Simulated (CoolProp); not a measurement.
Values from CoolProp's reference Helmholtz-energy equation of state, Span 2000.

Question: For nitrogen, give the phase and the cp (kJ/(kg K)), cv (kJ/(kg K)), speed of sound (m/s), Joule-Thomson coefficient (K/MPa) at -33.25 °C and 0.0537 MPa; -33.25 °C and 0.465 MPa.

Answer: 
- -33.25 °C and 0.0537 MPa: gas; cp 1.04, cv 0.743, speed of sound 316, Joule-Thomson coefficient 3.35
- -33.25 °C and 0.465 MPa: gas; cp 1.05, cv 0.744, speed of sound 316, Joule-Thomson coefficient 3.31
